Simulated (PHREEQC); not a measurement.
Copper plating or etch bath: speciation

Solution (85 °C): 15 mmol/kgw CuSO4, 4.3 mmol/kgw H2SO4 and 1.1 mmol/kgw KCl. Closed to the air; pH follows from the charge balance.

Computed with PHREEQC (ion-association model, phreeqc.dat).

No solid was allowed to form.

Problem. Predict the pH, ionic strength, specific conductance.

Solution. pH 2.59; ionic strength 0.0425 mol/kgw; specific conductance 8390 µS/cm.

Problem. In which forms is K present?

Solution. K+ 94 %, KSO4- 5.9 % of the K.

Away from 25 °C the constants follow the database's enthalpies or fits; those with neither stay at their 25 °C values.
